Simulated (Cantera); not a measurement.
Charge: 1 mol Si₂H₆, 0.07 mol O₂, 34 mol N₂, equilibrated at 68000 Pa.

Equilibrium computed with Cantera from the NASA thermochemical tables; the gas is ideal and each condensed phase is pure. Candidate condensed phases: H₂O, Si, SiO₂, Si₂N₂O, Si₃N₄; 35 gas species. The feed counts by its element totals alone. Mutual solubility and eutectic melting of coexisting phases are not modelled. Kinetics and transport are ignored. All values below are at 1623 K.

Base state: N₂ 0.916, H₂ 0.0840, H 2.43e-5 (mole fractions); condensed: Si₂N₂O(s) + Si₃N₄(s).

What changes in the equilibrium state with this change: Si₂H₆ replaced by SiF₄?


```csv
species,before,after
N₂,0.916,0.969
SiF₄,0,0.0285
O₂,<1e-9,0.00188
H₂,0.0840,0
NO,<1e-9,0.000224
H,2.43e-5,0
"Si₂N₂O(s), mol",0.140,0
"Si₃N₄(s), mol",0.573,0
```
